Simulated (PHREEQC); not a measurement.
## Ultrapure water in contact with air or piping (model solution)

A made-up water analysis in mg/L, 20 °C, pH 6.41, pe 9.9:

```csv
constituent,mg/L
Na,0.00934
K,0.00797
Ca,0.0131
Mg,0.00541
Cl,0.0213
S(6) as SO4,0.0143
Alkalinity as HCO3,0.083
Cd,0.00137
Sr,5.57e-05
F,4.74e-06
```

Valence states are taken as typed.

Computed with PHREEQC (ion-association model, wateq4f.dat).

```json
{
  "ionic_strength": "3.10e-6 mol/kgw",
  "charge_balance_error": "-11.0 %"
}
```

```
species  molality  activity   log γ
-------  --------  --------  ------
HCO3-     1.73e-6   1.73e-6  -0.001
CO2       1.62e-6   1.62e-6   0.000
Cl-       6.01e-7   6.00e-7  -0.001
Na+       4.06e-7   4.05e-7  -0.001
H+        3.90e-7   3.89e-7  -0.001
Ca+2      3.27e-7   3.24e-7  -0.004
Mg+2      2.22e-7   2.21e-7  -0.004
K+        2.04e-7   2.03e-7  -0.001
SO4-2     1.49e-7   1.48e-7  -0.004
OH-       1.75e-8   1.75e-8  -0.001
Cd+2      1.22e-8   1.21e-8  -0.004
```

Precipitation was switched off in this run.
